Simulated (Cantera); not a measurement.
## Stirred combustor or abatement burner

A perfectly stirred reactor is fed with 20.4 % H2, 16.7 % O2, 62.9 % N2, equivalence ratio 0.61, at 0.987 atm; it is adiabatic with a 800 K inlet, and is followed from long to short residence time, starting on the burning branch (τ in s: 0.1, 0.047, 0.022, 0.011, 0.005, 0.0024, 0.0011, 0.00053, 0.00025, 0.00012, 5.6e-05, 2.6e-05).

Computed with Cantera and the H2/O2 subset of GRI-Mech 3.0, which has no nitrogen chemistry.

```
τ (s)    T (K)     x H2    x O2     x OH  x H2O       x H      x O
-------  -----  -------  ------  -------  -----  --------  -------
0.10      2243  0.00136  0.0710  0.00700  0.222  0.000288  0.00103
0.047     2241  0.00147  0.0709  0.00723  0.221  0.000322  0.00110
0.022     2236  0.00170  0.0708  0.00769  0.221  0.000398  0.00126
0.011     2227  0.00211  0.0707  0.00844  0.220  0.000550  0.00155
0.0050    2208  0.00299  0.0705  0.00980  0.218  0.000934  0.00219
0.0024    2179  0.00439  0.0703   0.0115  0.214   0.00171  0.00323
0.0011    2130  0.00669  0.0702   0.0135  0.210   0.00335  0.00496
0.00053   2064  0.00961  0.0704   0.0151  0.203   0.00615  0.00725
0.00025   1973   0.0133  0.0712   0.0160  0.195    0.0108   0.0102
0.00012   1863   0.0173  0.0728   0.0157  0.186    0.0175   0.0133
5.6e-5    1729   0.0221  0.0757   0.0143  0.175    0.0265   0.0160
2.6e-5    1581   0.0298  0.0813   0.0119  0.161    0.0363   0.0170
```
x: mole fraction; the columns are a selection and need not sum to one.
